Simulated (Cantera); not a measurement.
Input (Python, Cantera):

```python
import numpy as np
import cantera as ct

gas = ct.Solution("gri30.yaml")
gas.TPX = 675, 480000, {'CH4': 1, 'CO': 1.3, 'O2': 2.21, 'N2': 9.05, 'H2O': 0.3}
flame = ct.FreeFlame(gas, width=0.013)
flame.set_refine_criteria(ratio=3, slope=0.08, curve=0.16)
flame.transport_model = "mixture-averaged"
flame.solve(loglevel=0, auto=True)
z, T = flame.grid, flame.T
thick = (T[-1] - T[0]) / np.gradient(T, z).max()
show = ['CH4', 'CO', 'O2', 'HO2', 'HCN', 'H2O2']
print(f"laminar burning velocity  {flame.velocity[0] * 100:.3f} cm/s")
print(f"burnt temperature         {T[-1]:.1f} K")
print(f"thermal thickness         {thick * 1e3:.4f} mm")
print(f"grid points               {len(z)}")
z0 = z[flame.heat_release_rate.argmax()]
print(f"{'z/mm':>9s}{'T/K':>9s}{'u/(m/s)':>9s}" + "".join(f"{s:>11s}" for s in show))
rows = []
for k in (-3, -2, -1.5, -1, -0.5, -0.25, 0, 0.25, 0.5, 1, 2, 4, 8):
    zz = z0 + k * thick
    rows.append([k * thick, np.interp(zz, z, T), np.interp(zz, z, flame.velocity),
                 *(np.interp(zz, z, flame.X[gas.species_index(s)]) for s in show)])
    print(f"{rows[-1][0] * 1e3:9.3f}{rows[-1][1]:9.1f}{rows[-1][2]:9.3f}" + "".join(f"{x:11.3e}" for x in rows[-1][3:]))
```

Output:

```
laminar burning velocity  107.070 cm/s
burnt temperature         2387.3 K
thermal thickness         0.0896 mm
grid points               143
     z/mm      T/K  u/(m/s)        CH4         CO         O2        HO2        HCN       H2O2
   -0.269    675.3    1.072  7.206e-02  9.370e-02  1.593e-01  1.608e-07  9.291e-11  4.008e-08
   -0.179    678.1    1.078  7.174e-02  9.353e-02  1.588e-01  2.096e-06  1.633e-09  5.247e-07
   -0.134    686.7    1.094  7.109e-02  9.336e-02  1.580e-01  8.462e-06  7.956e-09  2.093e-06
   -0.090    745.6    1.194  6.761e-02  9.329e-02  1.537e-01  5.698e-05  7.693e-08  1.318e-05
   -0.045   1096.3    1.772  4.877e-02  9.600e-02  1.262e-01  2.271e-04  8.219e-07  4.826e-05
   -0.022   1484.0    2.409  2.720e-02  1.005e-01  9.103e-02  2.339e-04  2.164e-06  1.864e-05
    0.000   1863.2    3.023  6.588e-03  1.016e-01  4.891e-02  1.088e-04  4.545e-06  2.175e-06
    0.022   2040.8    3.288  4.881e-04  8.953e-02  2.316e-02  2.663e-05  4.327e-06  7.791e-07
    0.045   2110.5    3.375  1.873e-05  7.628e-02  1.350e-02  1.295e-05  1.898e-06  5.594e-07
    0.090   2186.4    3.469  4.312e-08  6.491e-02  7.960e-03  7.180e-06  2.915e-07  4.041e-07
    0.179   2261.6    3.571  2.419e-12  5.974e-02  4.851e-03  3.823e-06  1.436e-08  2.738e-07
    0.358   2322.2    3.653  3.384e-14  5.688e-02  2.624e-03  1.754e-06  4.973e-10  1.698e-07
    0.717   2360.3    3.704  3.928e-14  5.492e-02  1.258e-03  7.158e-07  3.554e-10  9.581e-08
```

Detailed kinetics in Cantera: GRI-Mech 3.0 (53 species, 325 reactions). Burning velocities carry a grid error of a few per cent, more on coarse grids.
